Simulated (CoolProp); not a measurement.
Values from CoolProp's reference Helmholtz-energy equation of state, Wu 2011.

Q: For dimethyl ether, give the phase and the speed of sound (m/s), viscosity (µPa s) at 372.6 K and 0.167 MPa.

A: 
- 372.6 K and 0.167 MPa: gas; speed of sound 272, viscosity 11.3

Viscosity comes from a separate model (Meng 2012).
